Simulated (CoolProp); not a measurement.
Vapour-liquid equilibrium of methanol (1) + toluene (2) at 413.5 K; x and y are mole fractions of (1).

The numbers come from the multi-fluid Helmholtz-energy mixture model, de Reuck 1993 and Lemmon 2006; pair parameters Bell 2016 in CoolProp.

```csv
x,bubble pressure (kPa),y at the bubble point,dew pressure at overall composition x (kPa),liquid density (mol/L)
0.05,…,0.436,…,8.338
0.2,685.4,…,278.8,…
0.35,808.1,0.741,…,10.10
0.5,…,0.777,446.6,11.40
0.65,947.5,0.819,629.8,13.16
0.8,1015,0.878,920.0,15.60
0.95,1080,0.965,1071,…
```

**Question.** What belongs in the gaps?

**Answer.** 
- 0.05, bubble pressure (kPa): 396.6
- 0.05, dew pressure at overall composition x (kPa): 232.4
- 0.2, y at the bubble point: 0.681
- 0.2, liquid density (mol/L): 9.114
- 0.35, dew pressure at overall composition x (kPa): 344.0
- 0.5, bubble pressure (kPa): 881.7
- 0.95, liquid density (mol/L): 19.10

No azeotrope shows between x = 0.05 and 0.95.

Pair parameters are fitted to limited data, so mixtures are less certain than the pure fluids. With so large a gap from Raoult's law the liquid may split in two, which this calculation doesn't test in full.
